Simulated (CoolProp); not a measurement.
Computed with CoolProp (reference Helmholtz-energy equation of state, Thol 2019).

Q: For dodecamethylpentasiloxane (MD3M), give the phase and the cp (kJ/(kg K)), cv (kJ/(kg K)), speed of sound (m/s) at -0.75 °C and 3360 kPa; 22.35 °C and 3360 kPa; 68.75 °C and 3360 kPa.

A: 
- -0.75 °C and 3360 kPa: liquid; cp 1.64, cv 1.36, speed of sound 1050
- 22.35 °C and 3360 kPa: liquid; cp 1.70, cv 1.43, speed of sound 977
- 68.75 °C and 3360 kPa: liquid; cp 1.81, cv 1.55, speed of sound 838
